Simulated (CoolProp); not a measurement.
Vapour-liquid equilibrium of propane (1) + sulfur dioxide (2) at 319.7 K; x and y are mole fractions of (1).

Values from CoolProp's multi-fluid Helmholtz-energy mixture model, Lemmon 2009 and Gao 2016; pair parameters Bell 2016.

```json
[
 {"x": "0.05", "bubble pressure, mixture model (kPa)": "1174", "bubble pressure, Raoult's law (kPa)": "804.6", "y, mixture model": "[?]", "y, Raoult's law": "0.099"},
 {"x": "0.2", "bubble pressure, mixture model (kPa)": "[?]", "bubble pressure, Raoult's law (kPa)": "928.3", "y, mixture model": "[?]", "y, Raoult's law": "0.342"},
 {"x": "0.35", "bubble pressure, mixture model (kPa)": "1773", "bubble pressure, Raoult's law (kPa)": "1052", "y, mixture model": "0.588", "y, Raoult's law": "0.528"},
 {"x": "0.5", "bubble pressure, mixture model (kPa)": "1821", "bubble pressure, Raoult's law (kPa)": "1176", "y, mixture model": "[?]", "y, Raoult's law": "0.675"},
 {"x": "0.65", "bubble pressure, mixture model (kPa)": "1851", "bubble pressure, Raoult's law (kPa)": "1300", "y, mixture model": "0.665", "y, Raoult's law": "0.794"},
 {"x": "0.8", "bubble pressure, mixture model (kPa)": "[?]", "bubble pressure, Raoult's law (kPa)": "1423", "y, mixture model": "0.755", "y, Raoult's law": "0.893"},
 {"x": "0.95", "bubble pressure, mixture model (kPa)": "[?]", "bubble pressure, Raoult's law (kPa)": "1547", "y, mixture model": "[?]", "y, Raoult's law": "0.975"}
]
```

Question: Fill in the missing entries.

Answer: 
- 0.05, y, mixture model: 0.344
- 0.2, bubble pressure, mixture model (kPa): 1669
- 0.2, y, mixture model: 0.550
- 0.5, y, mixture model: 0.616
- 0.8, bubble pressure, mixture model (kPa): 1825
- 0.95, bubble pressure, mixture model (kPa): 1678
- 0.95, y, mixture model: 0.917

The largest gap from Raoult's law is +79.8 % in bubble pressure, at x = 0.2. y crosses x between x = 0.65 and 0.8: the model has an azeotrope there.

The pair parameters rest on a limited set of measurements; away from them the model extrapolates. With so large a gap from Raoult's law the liquid may split in two, which this calculation doesn't test in full.
